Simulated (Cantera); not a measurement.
A closed system holds: 1 mol Ti, 8.4 mol CH₄, held at 0.100 bar.

These are equilibrium values from Cantera (NASA tables, ideal gas, pure condensed phases), not measurements of a reactor. Candidate condensed phases: C, C₆H₆, C₇H₈, C₈H₁₈, Ti, TiC; 77 gas species. TiC: taken at fixed stoichiometry. Rates play no part.

x: gas mole fraction; n: condensed amount in mol.

```csv
T (K),x H₂,x H,x C₂H₂ (acetylene),x CH₄,n C(graphite),n TiC(s)
1148,0.998,2.26e-7,3.70e-8,0.00237,7.36,1.00
1248,0.999,1.48e-6,2.43e-7,0.00111,7.38,1.00
1348,0.999,(withheld),(withheld),(withheld),7.39,1.00
1448,1.000,2.91e-5,4.75e-6,0.000333,7.39,1.00
1548,1.000,9.74e-5,1.57e-5,0.000205,7.40,1.00
1648,1.000,0.000282,4.47e-5,0.000134,7.40,1.00
1748,0.999,0.000722,0.000113,9.18e-5,7.39,1.00
1848,0.998,0.00167,0.000257,6.56e-5,7.39,1.00
1948,0.996,0.00357,0.000537,4.85e-5,7.38,1.00
2048,0.992,(withheld),(withheld),(withheld),7.36,1.00
2148,0.985,0.0131,0.00189,2.86e-5,7.34,1.000
2248,0.974,0.0229,0.00323,2.25e-5,7.29,1.000
```

Question: Some entries are withheld; supply them.

Answer: 
- 1348, x H: 7.31e-6
- 1348, x C₂H₂ (acetylene): 1.20e-6
- 1348, x CH₄: 0.000583
- 2048, x H: 0.00705
- 2048, x C₂H₂ (acetylene): 0.00104
- 2048, x CH₄: 3.69e-5
